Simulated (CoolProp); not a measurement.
A closed Brayton cycle with carbon dioxide: compressor inlet 330.15 K and 9.3 MPa, high pressure 25.8 MPa, turbine inlet 920 K, compressor efficiency 0.89, turbine efficiency 0.9, recuperator effectiveness 0.9 (on enthalpy, no pinch check). Each further row changes one setting.

Model: reference Helmholtz-energy equation of state, Span 1996, in CoolProp.

```
case                           thermal efficiency (%)  net work (kJ/kg)  compressor to turbine work  compressor exit (K)  turbine exit (K)
-----------------------------  ----------------------  ----------------  --------------------------  -------------------  ----------------
as stated                                           …               101                        0.33                411.5             789.2
turbine inlet 870 K                              35.1              92.0                           …                411.5             743.7
compressor inlet 340.15 K                           …              94.4                           …                428.8             789.2
high pressure 21.9 MPa                           35.1                 …                           …                    …             809.5
recuperator effectiveness 0.5                       …               101                        0.33                411.5             789.2
```

Question: What belongs in the gaps?

Answer: 
- as stated, thermal efficiency (%): 36.5
- turbine inlet 870 K, compressor to turbine work: 0.35
- compressor inlet 340.15 K, thermal efficiency (%): 35.6
- compressor inlet 340.15 K, compressor to turbine work: 0.37
- high pressure 21.9 MPa, net work (kJ/kg): 88.0
- high pressure 21.9 MPa, compressor to turbine work: 0.31
- high pressure 21.9 MPa, compressor exit (K): 398.2
- recuperator effectiveness 0.5, thermal efficiency (%): 22.3
